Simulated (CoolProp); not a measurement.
A simple Rankine cycle with water: condensing at 330.15 K, boiler at 0.105 MPa, turbine inlet 379.2 K, turbine efficiency 0.7, pump efficiency 0.6, no recuperator. Each further row changes one setting.

Computed with CoolProp (reference Helmholtz-energy equation of state, Wagner 2002).

```tsv
case	thermal efficiency (%)	net work (kJ/kg)	heat in (kJ/kg)	turbine exit temperature (K)	volume ratio over the turbine
as stated	7.9	194	2450	330.1	5.08
turbine inlet 399.2 K	8.0	199	2490	330.1	4.89
condensing temperature 322.15 K	9.3	231	2480	322.2	7.25
boiler pressure 0.0735 MPa	6.4	157	2450	330.1	3.60
turbine efficiency 0.6	6.8	166	2450	330.1	5.14
```

The expansion ends wet for: as stated; turbine inlet 399.2 K; condensing temperature 322.15 K; boiler pressure 0.0735 MPa; turbine efficiency 0.6.
